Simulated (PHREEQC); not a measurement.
Make-up at 25 °C: 0.0024 mol/kgw CdSO4 and 4.8e-05 mol/kgw H2SO4. It is in equilibrium with CO2 at log p = -3.4 (atm). Otherwise closed; pH follows from the charge balance.

Equilibrium calculation in PHREEQC: ion-association model, phreeqc.dat.

No solid was allowed to form.

Q: Order these Cd species by the share of Cd that they hold, largest first: Cd+2, CdSO4, Cd(SO4)2-2.

A: Cd+2 (79 %), CdSO4 (21 %), Cd(SO4)2-2 (0.44 %)

Q: Order these S species by the share of S that they hold, largest first: CdSO4, HSO4-, SO4-2, Cd(SO4)2-2.

A: SO4-2 (78 %), CdSO4 (21 %), Cd(SO4)2-2 (0.87 %), HSO4- (0.45 %)

The pH is 4.11 and the ionic strength 0.00767 mol/kgw. Complexes and solids missing from the database can't appear.
